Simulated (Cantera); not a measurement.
What does this Cantera script print?

```python
import numpy as np
import cantera as ct

gas = ct.Solution("gri30.yaml")
gas.TPX = 1250, 180, {'H2': 0.007, 'O2': 1}
reactor = ct.IdealGasConstPressureReactor(gas, energy="off", clone=False)
net = ct.ReactorNet([reactor])
net.rtol, net.atol = 1e-08, 1e-18
show = ['H2', 'O2', 'HO2', 'H2O', 'H', 'O', 'H2O2']
times = np.geomspace(0.001, 2, 13)

steps = ct.SolutionArray(gas, extra=["t"])
rows = []
print(f"{'t/s':>10s}{'T/K':>9s}{'P/Pa':>11s}" + "".join(f"{s:>11s}" for s in show))
for t in times:
    while net.time < t:
        t_next = net.step()
        steps.append(gas.state, t=t_next)
    rows.append([np.interp(t, steps.t, y) for y in (steps.T, steps.P, *steps(*show).X.T)])
    print(f"{t:10.3e}{rows[-1][0]:9.1f}{rows[-1][1]:11.4g}" + "".join(f"{x:11.3e}" for x in rows[-1][2:]))
rate = np.gradient(steps.T, steps.t)
print("integrator steps:", len(steps.t))
if steps.T.max() > steps.T[0] + 200:
    print(f"time of steepest temperature rise: {steps.t[rate.argmax()]:.4e} s")
gas.TPX = 1250, 180, {'H2': 0.007, 'O2': 1}
gas.equilibrate("TP")
print(f"equilibrium (TP): T = {gas.T:.1f} K  " + "  ".join(f"{s} {gas[s].X[0]:.3e}" for s in show))
```

It prints:

```
       t/s      T/K       P/Pa         H2         O2        HO2        H2O          H          O       H2O2
 1.000e-03   1250.0        180  6.951e-03  9.930e-01  2.122e-09  2.036e-10  6.320e-10  1.693e-09  1.221e-13
 1.884e-03   1250.0        180  6.951e-03  9.930e-01  3.997e-09  9.241e-10  8.422e-10  4.079e-09  4.307e-13
 3.550e-03   1250.0        180  6.951e-03  9.930e-01  7.529e-09  4.072e-09  1.341e-09  1.026e-08  1.513e-12
 6.687e-03   1250.0        180  6.951e-03  9.930e-01  1.418e-08  1.934e-08  2.903e-09  3.063e-08  5.265e-12
 1.260e-02   1250.0        180  6.951e-03  9.930e-01  2.671e-08  1.216e-07  1.091e-08  1.375e-07  1.802e-11
 2.374e-02   1250.0        180  6.949e-03  9.930e-01  5.044e-08  1.653e-06  1.189e-07  1.584e-06  5.986e-11
 4.472e-02   1250.0        180  6.755e-03  9.929e-01  9.583e-08  1.432e-04  1.014e-05  1.331e-04  2.109e-10
 8.426e-02   1250.0        180  3.380e-04  9.868e-01  1.074e-07  5.904e-03  3.123e-04  5.575e-03  4.340e-09
 1.587e-01   1250.0        180  2.106e-05  9.864e-01  7.194e-08  6.504e-03  2.002e-04  6.254e-03  1.641e-09
 2.991e-01   1250.0        180  2.048e-05  9.864e-01  7.145e-08  6.508e-03  1.971e-04  6.206e-03  1.627e-09
 5.635e-01   1250.0        180  2.018e-05  9.865e-01  7.094e-08  6.514e-03  1.927e-04  6.112e-03  1.624e-09
 1.062e+00   1250.0        180  1.964e-05  9.867e-01  7.002e-08  6.523e-03  1.848e-04  5.942e-03  1.617e-09
 2.000e+00   1250.0        180  1.868e-05  9.870e-01  6.833e-08  6.540e-03  1.710e-04  5.639e-03  1.605e-09
integrator steps: 584
equilibrium (TP): T = 1250.0 K  H2 5.725e-09  O2 9.930e-01  HO2 3.989e-09  H2O 6.970e-03  H 8.678e-10  O 1.636e-06  H2O2 1.086e-11
```

Computed with Cantera and GRI-Mech 3.0 (53 species, 325 reactions). Radical loss at walls, strong at low pressure, is not modelled.
